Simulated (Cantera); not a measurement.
# Low-pressure radical oxidation in H2/O2

A perfectly stirred reactor is fed with 1.28 % H2, 98.7 % O2, equivalence ratio 0.0065, at 0.0263 atm; it is held at 1175 K, and followed from long to short residence time.

Detailed kinetics in Cantera: the H2/O2 subset of GRI-Mech 3.0, which has no nitrogen chemistry. Radical loss at walls, strong at low pressure, is not modelled.

```
τ (s)        x H2   x O2       x H      x O   x H2O2
-------  --------  -----  --------  -------  -------
0.59      6.62e-5  0.986   3.35e-5  0.00128  3.93e-8
0.18     0.000129  0.984   9.59e-5  0.00249  4.95e-8
0.053    0.000267  0.982  0.000248  0.00437  6.35e-8
0.016    0.000584  0.980  0.000515  0.00631  8.69e-8
0.0047    0.00142  0.979  0.000846  0.00719  1.32e-7
0.0014    0.00357  0.980  0.000981  0.00613  1.88e-7
0.00042   0.00864  0.984  0.000478  0.00270  1.27e-7
```
x: mole fraction; the columns are a selection and need not sum to one.
